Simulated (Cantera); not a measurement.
Input: 1 mol SiH₂Cl₂, 730 mol H₂, 0.023 mol HCl.

Equilibrium computed with Cantera from the NASA thermochemical tables; the gas is ideal and each condensed phase is pure. Candidate condensed phases: Si; 19 gas species. The tables' values for SiCl₃ are old estimates. The numbers say what is thermodynamically allowed, not how fast it happens.

Stable condensed phases, one row left out:

```
T in °C \ P in Pa
            100    270    720   1900   5200  14000  37000 100000
   1775       A      A      A      A      A      B      B      B
   1575       A      A      B      B      B      B      B      B
   1475       A      B      B      B      B      B      B      B
   1375       B      B      B      B      B      B      B      B
   1275       B      B      B      B      B      B      B      B
   1175       B      B      B      B      B      B      B      B
   1075       B      B      B      B      B      B      B      B
    975       B      B      B      B      B      B      B      B
```

A: gas only; B: Si.

Question: Give the row for 1675 °C.

Answer: 100: gas only; 270: gas only; 720: gas only; 1900: gas only; 5200: Si; 14000: Si; 37000: Si; 100000: Si.
